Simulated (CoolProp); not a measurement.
Vapour-liquid equilibrium of benzene (1) + n-nonane (2) at 341.3 K; x and y are mole fractions of (1).

The numbers come from the multi-fluid Helmholtz-energy mixture model, Thol 2012 and Lemmon 2006; pair parameters Bell 2016 in CoolProp.

```json
[
 {"x": "0.05", "bubble pressure (MPa)": "0.01172", "y at the bubble point": "0.526", "dew pressure at overall composition x (MPa)": "0.006106", "liquid density (mol/L)": "5.440"},
 {"x": "0.15", "bubble pressure (MPa)": "0.02160", "y at the bubble point": "0.764", "dew pressure at overall composition x (MPa)": "0.006792", "liquid density (mol/L)": "5.743"},
 {"x": "0.25", "bubble pressure (MPa)": "0.02943", "y at the bubble point": "0.842", "dew pressure at overall composition x (MPa)": "0.007651", "liquid density (mol/L)": "6.079"},
 {"x": "0.35", "bubble pressure (MPa)": "0.03582", "y at the bubble point": "0.882", "dew pressure at overall composition x (MPa)": "0.008757", "liquid density (mol/L)": "6.454"},
 {"x": "0.45", "bubble pressure (MPa)": "0.04128", "y at the bubble point": "0.908", "dew pressure at overall composition x (MPa)": "0.01023", "liquid density (mol/L)": "6.876"},
 {"x": "0.55", "bubble pressure (MPa)": "0.04622", "y at the bubble point": "0.928", "dew pressure at overall composition x (MPa)": "0.01231", "liquid density (mol/L)": "7.353"},
 {"x": "0.65", "bubble pressure (MPa)": "0.05095", "y at the bubble point": "0.945", "dew pressure at overall composition x (MPa)": "0.01541", "liquid density (mol/L)": "7.897"},
 {"x": "0.75", "bubble pressure (MPa)": "0.05575", "y at the bubble point": "0.960", "dew pressure at overall composition x (MPa)": "0.02057", "liquid density (mol/L)": "8.522"},
 {"x": "0.85", "bubble pressure (MPa)": "0.06079", "y at the bubble point": "0.976", "dew pressure at overall composition x (MPa)": "0.03052", "liquid density (mol/L)": "9.248"},
 {"x": "0.95", "bubble pressure (MPa)": "0.06624", "y at the bubble point": "0.992", "dew pressure at overall composition x (MPa)": "0.05257", "liquid density (mol/L)": "10.10"}
]
```

No azeotrope shows between x = 0.05 and 0.95.

The pair parameters rest on a limited set of measurements; away from them the model extrapolates.
